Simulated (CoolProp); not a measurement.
A simple Rankine cycle with n-perfluorobutane: condensing at 301.15 K, boiler at 1.79 MPa, turbine inlet 388.6 K, turbine efficiency 0.6, pump efficiency 0.6, no recuperator. Each further row changes one setting.

The numbers come from the reference Helmholtz-energy equation of state, Gao 2022 in CoolProp.

```json
[
 {"case": "as stated", "thermal efficiency (%)": "6.6", "net work (kJ/kg)": "…", "heat in (kJ/kg)": "151", "turbine exit temperature (K)": "…", "volume ratio over the turbine": "8.00"},
 {"case": "turbine inlet 408.6 K", "thermal efficiency (%)": "6.5", "net work (kJ/kg)": "11.3", "heat in (kJ/kg)": "174", "turbine exit temperature (K)": "382.8", "volume ratio over the turbine": "7.28"},
 {"case": "condensing temperature 293.15 K", "thermal efficiency (%)": "7.4", "net work (kJ/kg)": "11.8", "heat in (kJ/kg)": "161", "turbine exit temperature (K)": "357.9", "volume ratio over the turbine": "…"},
 {"case": "boiler pressure 1.25 MPa", "thermal efficiency (%)": "5.7", "net work (kJ/kg)": "…", "heat in (kJ/kg)": "159", "turbine exit temperature (K)": "369.5", "volume ratio over the turbine": "4.83"},
 {"case": "turbine efficiency 0.5", "thermal efficiency (%)": "5.4", "net work (kJ/kg)": "8.11", "heat in (kJ/kg)": "151", "turbine exit temperature (K)": "362.5", "volume ratio over the turbine": "8.06"}
]
```

Question: What belongs in the gaps?

Answer: 
- as stated, net work (kJ/kg): 10.1
- as stated, turbine exit temperature (K): 360.4
- condensing temperature 293.15 K, volume ratio over the turbine: 10.4
- boiler pressure 1.25 MPa, net work (kJ/kg): 9.02
